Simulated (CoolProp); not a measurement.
Saturation properties of oxygen.

The numbers come from the reference Helmholtz-energy equation of state, Schmidt 1985 in CoolProp.

| T (K) | p (bar) | vapour density (kg/m³) |
|---|---|---|
| 79.7 | 0.2892 | 1.414 |
| 82.6 | 0.4234 | 2.007 |
| 85.5 | 0.6029 | 2.775 |
| 88.4 | 0.8371 | 3.749 |
| 91.4 | ? | 5.010 |
| 94.3 | ? | 6.512 |
| 97.2 | 1.994 | 8.330 |
| 100.1 | 2.561 | 10.51 |
| 103 | 3.243 | ? |
| 106 | ? | 16.23 |
| 108.9 | 5.033 | ? |
| 111.8 | ? | 23.91 |
| 114.7 | 7.414 | 28.68 |
| 117.7 | ? | 34.36 |

Problem. Some entries are withheld; supply them.

Solution. 
- 91.4, p (bar): 1.148
- 94.3, p (bar): 1.527
- 103, vapour density (kg/m³): 13.09
- 106, p (bar): 4.081
- 108.9, vapour density (kg/m³): 19.79
- 111.8, p (bar): 6.140
- 117.7, p (bar): 8.924

It boils at 90.2 K under 1 atm.
